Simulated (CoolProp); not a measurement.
Aqueous potassium carbonate as a coolant, 32 % by mass, freezing at -21.5 °C, 1 atm.

Model: Melinder's fits for secondary coolants, in CoolProp.

| T (°C) | viscosity (mPa s) | Prandtl number | cp (kJ/(kg K)) | density (kg/m³) |
|---|---|---|---|---|
| -17.8 | 9.05 | 50.8 | 2.839 | 1336 |
| -11.6 | 7.04 | 38.9 | 2.848 | … |
| -5.3 | 5.61 | 30.5 | 2.858 | … |
| 0.9 | 4.60 | 24.6 | 2.868 | 1330 |
| 7.1 | 3.85 | 20.3 | 2.879 | 1328 |
| 13.4 | 3.27 | 17.0 | 2.890 | 1325 |
| 19.6 | 2.83 | 14.5 | 2.901 | 1321 |
| 25.8 | … | 12.5 | 2.912 | 1318 |
| 32.1 | 2.17 | … | 2.924 | 1315 |
| 38.3 | 1.92 | 9.48 | 2.935 | … |

Problem. Fill in the missing entries.

Solution. 
- -11.6, density (kg/m³): 1335
- -5.3, density (kg/m³): 1333
- 25.8, viscosity (mPa s): 2.47
- 32.1, Prandtl number: 10.8
- 38.3, density (kg/m³): 1311
